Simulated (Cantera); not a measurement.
Feed: 1 mol MgCO₃, 0.68 mol SO₃, 0.042 mol O₂, held at 725 °C and 2480 Torr.

Method: chemical equilibrium by Gibbs-energy minimisation in Cantera with the NASA 1993 tables (ideal gas, pure condensed phases). Candidate condensed phases: C, Mg, MgCO₃, MgO, MgS, MgSO₄, S; 26 gas species. Kinetics and transport are ignored.

Base state: CO₂ 0.960, O₂ 0.0403 (mole fractions); condensed: MgO(s) + MgSO₄(s).

### Question
What changes in the equilibrium state with this change: temperature from 725 °C to 900 °C?

### Answer
```
species         before     after
-------------  -------  --------
CO₂              0.960     0.957
O₂              0.0403    0.0411
SO₂            2.16e-6   0.00173
SO₃            1.45e-6  0.000204
MgO(s), mol      0.320     0.322
MgSO₄(s), mol    0.680     0.678
```
Mutual solubility and eutectic melting of coexisting phases are not modelled.
